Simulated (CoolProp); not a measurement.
Properties of R407C along the isotherm -65.75 °C (Tc = 86.2 °C, pc = 4.632 MPa, ω = 0.363).

The numbers come from the reference Helmholtz-energy equation of state, Lemmon 2003 in CoolProp. It is a pseudo-pure fit of the blend.

| p (MPa) | phase | density (kg/m³) |
|---|---|---|
| 0.00732 | gas | 0.3677 |
| 0.0114 | gas | 0.5743 |
| 0.0178 | gas | 0.9008 |
| 0.043 | liquid | 1447 |
| 0.067 | liquid | 1447 |
| 0.104 | liquid | 1447 |
| 0.163 | liquid | 1447 |
| 0.253 | liquid | 1447 |
| 0.394 | liquid | 1448 |
| 0.613 | liquid | 1448 |
| 0.955 | liquid | [?] |
| 1.49 | liquid | [?] |
| 2.32 | liquid | [?] |

Question: What belongs in the gaps?

Answer: 
- 0.955, density (kg/m³): 1449
- 1.49, density (kg/m³): 1450
- 2.32, density (kg/m³): 1451
